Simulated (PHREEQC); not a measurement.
Make-up at 25 °C: 3.4 mmol/kgw K2CO3, 0.016 mmol/kgw H4SiO4 and 0.0091 mmol/kgw CO2. Closed to the air; pH follows from the charge balance.

All values are PHREEQC results (ion-association model, phreeqc.dat), not measurements.

```csv
quantity,before,after
pH,10.78,10.19
ionic strength (mol/kgw),0.00950,0.000836
CO3-2 (mol/kgw),0.00270,0.000156
HCO3- (mol/kgw),0.000711,0.000193
H3SiO4- (mol/kgw),1.45e-5,1.13e-5
H4SiO4 (mol/kgw),1.46e-6,4.72e-6
SI of Quartz (SiO2),-1.85,-1.35
```

Question: What was changed between the two runs?
(A) K2CO3 from 0.0034 to 0.00034 mol/kgw
(B) K2CO3 replaced by NH4HCO3 at the same molality
(C) diluted 100-fold with water
(D) CO2 left out
(E) temperature from 25 to 85 °C

Answer: A, K2CO3 from 0.0034 to 0.00034 mol/kgw

Precipitation was switched off in this run.
